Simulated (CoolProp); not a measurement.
Properties of isopentane along the isobar 526 kPa.

Values from CoolProp's reference Helmholtz-energy equation of state, Lemmon 2006. It is a short technical equation, of lower accuracy than the large ones.

```
T (°C)   phase  density (kg/m³)  cp (kJ/(kg K))  isothermal compressibility (1/MPa)
------  ------  ---------------  --------------  ----------------------------------
-86.95  liquid            720.0           1.809                           0.0008083
-58.45  liquid            694.4           1.902                            0.001028
-29.95  liquid            668.4           2.013                            0.001327
-1.45   liquid            641.7           2.141                            0.001749
27.05   liquid            613.5           2.283                            0.002382
55.55   liquid            583.1           2.442                            0.003410
84.05   liquid            548.9           2.628                            0.005294
112.55     gas            13.22           2.171                               2.149
141.05     gas            11.99           2.263                               2.081
169.55     gas            11.01           2.365                               2.037
```
